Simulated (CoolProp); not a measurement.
The fluid at 260.35 K and 0.72 MPa (liquid) is heated at constant pressure to 325.5 K. The same conditions are run with several fluids, on thermodynamics alone (safety and materials aside).

Computed with CoolProp (reference Helmholtz-energy equation of state of each fluid (carbonyl sulfide: Lemmon 2006; n-pentane: Thol 2019; ethylbenzene: Zhou 2012; R227EA: Lemmon 2016; octamethyltrisiloxane (MDM): Thol 2017)).

Rank carbonyl sulfide, n-pentane, ethylbenzene, R227EA, octamethyltrisiloxane (MDM) by heat (kJ/kg), highest first.

carbonyl sulfide (326), R227EA (175), n-pentane (149), octamethyltrisiloxane (MDM) (115), ethylbenzene (113)

| fluid | final phase | final density (kg/m³) |
|---|---|---|
| carbonyl sulfide | gas | 17.1 |
| n-pentane | liquid | 594 |
| ethylbenzene | liquid | 839 |
| R227EA | gas | 53.9 |
| octamethyltrisiloxane (MDM) | liquid | 789 |
